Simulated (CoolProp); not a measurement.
Properties of CH2F2 (R32) along the isobar 101 kPa (Tc = 351.3 K, pc = 5783 kPa, ω = 0.277).

Computed with CoolProp (reference Helmholtz-energy equation of state, Tillner-Roth 1997).

```tsv
T (K)	phase	cp (kJ/(kg K))	conductivity (mW/(m K))	Prandtl number	fugacity coefficient
190.3	liquid	1.560	214	3.58	0.1493
205.3	liquid	1.568	205	2.93	0.3988
220.3	liquid	1.585	194	2.49	0.9072
235.3	gas	0.8307	9.34	0.934	0.9693
250.3	gas	0.8190	10.3	0.889	0.9761
265.3	gas	0.8211	11.3	0.863	0.9810
280.3	gas	0.8305	12.3	0.846	0.9846
295.3	gas	0.8445	13.4	0.833	0.9873
310.3	gas	0.8617	14.6	0.823	0.9894
325.4	gas	0.8812	15.8	0.814	0.9911
340.4	gas	0.9022	17.1	0.806	0.9924
355.4	gas	0.9242	18.4	0.798	0.9935
370.4	gas	0.9470	19.8	0.790	0.9944
```

Viscosity comes from a separate model (Bell 2016), an estimate that may be off by 10 % or more. Thermal conductivity comes from a separate model (Huber 2003), an estimate that may be off by 10 % or more.
